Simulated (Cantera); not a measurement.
Mixture: CO : H2 : CH4 : O2 : N2 = 1 : 0.29 : 0.046 : 0.819 : 3.36 (molar parts), equivalence ratio 0.90, at 1.88 atm, adiabatic and at constant pressure. Ignition delay is the time to a rise of 400 K.

Model: GRI-Mech 3.0 (53 species, 325 reactions), integrated in Cantera. Where the delays flatten at high temperature, the 400 K rule measures the pace of heat release, not the induction time.

Problem. What does this change do: pressure from 1.88 atm to 3.95 atm?

Solution. 
```tsv
quantity	before	after
delay at 1125 K	0.119 ms	0.127 ms
delay at 1225 K	53.9 µs	34.2 µs
delay at 1325 K	33.8 µs	17.4 µs
delay at 1425 K	25.0 µs	11.5 µs
delay at 1525 K	20.4 µs	8.68 µs
```

Problem. What does this change do: N2 3.36 to 9.6 parts?

Solution. 
| quantity | before | after |
|---|---|---|
| delay at 1125 K | 0.119 ms | 0.309 ms |
| delay at 1225 K | 53.9 µs | 0.157 ms |
| delay at 1325 K | 33.8 µs | 0.112 ms |
| delay at 1425 K | 25.0 µs | 95.1 µs |
| delay at 1525 K | 20.4 µs | 91.2 µs |
